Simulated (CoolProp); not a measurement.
Ethane at 298.15 K and 1.69 MPa flows at 6 m/s in a round tube of 1 mm bore and 1.5 µm roughness, fully developed (64/Re and Nu = 3.66 if laminar; Colebrook and Gnielinski if turbulent). Each further row changes one setting.

Values from CoolProp's reference Helmholtz-energy equation of state, Bücker 2006.

```
case             Reynolds number  Darcy friction factor  pressure drop (Pa/m)  heat-transfer coefficient (W/(m² K))  mass flow (kg/h)
---------------  ---------------  ---------------------  --------------------  ------------------------------------  ----------------
as stated                  14500                    [?]                   [?]                                   [?]             0.404
velocity 12 m/s            29000                 0.0272                 46700                                  2050             0.809
diameter 2 mm              29000                 0.0255                  5480                                   [?]              1.62
```

### Question
Some entries are withheld; supply them.

### Answer

- as stated, Darcy friction factor: 0.0307
- as stated, pressure drop (Pa/m): 13200
- as stated, heat-transfer coefficient (W/(m² K)): 1120
- diameter 2 mm, heat-transfer coefficient (W/(m² K)): 961

Viscosity comes from a separate model (Friend 1991). Thermal conductivity comes from a separate model (Friend 1991).
